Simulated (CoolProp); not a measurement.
Saturated liquid density (kg/m³) of R227EA: the reference equation beside estimates from Tc = 101.8 °C, pc = 2925 kPa, ω = 0.358. Rackett uses Z = 0.29056 − 0.08775 ω.

The numbers come from the reference Helmholtz-energy equation of state, Lemmon 2016 in CoolProp.

| T (°C) | reference | Rackett | van der Waals | Redlich-Kwong | Soave-Redlich-Kwong |
|---|---|---|---|---|---|
| -49.15 | 1652 | 1744 | 985.3 | 1451 | 1516 |
| -40.05 | 1623 | 1712 | 968.7 | 1422 | 1491 |
| -30.95 | 1594 | 1679 | 951.6 | 1392 | 1464 |
| -21.95 | 1564 | 1646 | 933.9 | 1361 | 1436 |
| -12.85 | 1532 | 1612 | 915.3 | 1328 | 1405 |
| -3.75 | 1500 | 1576 | 895.7 | 1294 | 1372 |
| 5.35 | 1466 | 1539 | 875.3 | 1257 | 1337 |
| 14.45 | 1431 | 1500 | 853.7 | 1218 | 1299 |
| 23.55 | 1394 | 1459 | 830.8 | 1177 | 1258 |
| 32.65 | 1355 | 1416 | 806.5 | 1133 | 1214 |
| 41.75 | 1313 | 1370 | 780.4 | 1086 | 1165 |

Absolute difference from the reference over all 11 rows, mean and median: Rackett 5.0 and 5.1 %, van der Waals 40.4 and 40.3 %, Redlich-Kwong 14.1 and 13.7 %, Soave-Redlich-Kwong 9.0 and 8.5 %.
